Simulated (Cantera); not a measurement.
Input: 1 mol BF₃, 1.5 mol N₂, held at 2050 °C and 0.00170 bar.

These are equilibrium values from Cantera (NASA tables, ideal gas, pure condensed phases), not measurements of a reactor. Candidate condensed phases: B, BN; 13 gas species. The tables' values for BF₂ are old estimates; treat these amounts as uncertain. Rates play no part.

Base state: N₂ 0.589, BF₃ 0.375, F 0.0178, BF₂ 0.0172, BF 0.000308 (mole fractions); condensed: gas only.

### Question
What changes in the equilibrium state with this change: temperature from 2050 °C to 552 °C?

### Answer
```tsv
species	before	after
N₂	0.589	0.600
BF₃	0.375	0.400
F	0.0178	<1e-9
BF₂	0.0172	<1e-9
BF	0.000308	<1e-9
```
